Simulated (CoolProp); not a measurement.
Fluoroethane (R161) at several states: fugacity coefficient from the reference equation and from simpler models built on Tc = 102.1 °C, pc = 50.10 bar, ω = 0.216; each cubic takes its own stable root.

Computed with CoolProp (reference Helmholtz-energy equation of state, Wu 2012).

```tsv
T (°C)	p (bar)	phase	reference	van der Waals	Redlich-Kwong	Soave-Redlich-Kwong	Peng-Robinson
-66.25	50	liquid	0.005098	…	0.009498	0.005095	0.005198
-88.75	0.725	liquid	0.06116	…	0.1221	…	0.06353
21.75	0.409	gas	0.9936	0.9957	0.9945	0.9942	0.9938
84.05	2.16	gas	0.9821	0.9856	0.9831	0.9828	0.9811
38.85	0.16	gas	0.9979	0.9985	0.9982	0.9981	0.9979
```

Complete the blanks.


- -66.25, van der Waals: 0.06439
- -88.75, van der Waals: 0.9784
- -88.75, Soave-Redlich-Kwong: 0.05872

At some of these states van der Waals gives the other phase, because its saturation line lies elsewhere.
